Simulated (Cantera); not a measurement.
**Ignition delay**

Mixture: 5.68 % CH4, 0.244 % C2H6, 1.25 % C3H8, 19.5 % O2, 73.3 % N2, equivalence ratio 0.95, at 1.60 bar, adiabatic and at constant pressure. Ignition delay is the time to a rise of 400 K.

Detailed kinetics in Cantera: GRI-Mech 3.0 (53 species, 325 reactions). GRI-Mech 3.0 was tuned for natural gas; its chemistry of propane as a main component is partial and can be far from experiment.

```
T0 (K)  delay (ms)
------  ----------
1300          1.17
1350         0.567
1400         0.297
1450         0.167
1500         0.101
1550        0.0645
1600        0.0437
1650        0.0311
```

| Property | Result |
|---|---|
| apparent activation energy between 1550 and 1650 K | 160 kJ/mol |
